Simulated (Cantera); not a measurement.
Feed: 1 mol C₃H₆, 0.91 mol CO₂, 14 mol N₂, at 37.0 bar.

These are equilibrium values from Cantera (NASA tables, ideal gas, pure condensed phases), not measurements of a reactor. Candidate condensed phases: C, C₆H₆, C₇H₈, C₈H₁₈, H₂O; 136 gas species. The ideal-gas law is rough above about 30 bar. Kinetics and transport are ignored.

### Question
What share of the C ends up in condensed phases as a function of T (°C), at 1852, 1927, 2002, 2077, 2152, 2227, 2302, 2377?

### Answer
| T (°C) | C condensed (%) | as |
|---|---|---|
| 1852 | 49.0 | C(graphite) |
| 1927 | 47.7 | C(graphite) |
| 2002 | 46.1 | C(graphite) |
| 2077 | 44.2 | C(graphite) |
| 2152 | 42.0 | C(graphite) |
| 2227 | 39.5 | C(graphite) |
| 2302 | 36.5 | C(graphite) |
| 2377 | 33.2 | C(graphite) |
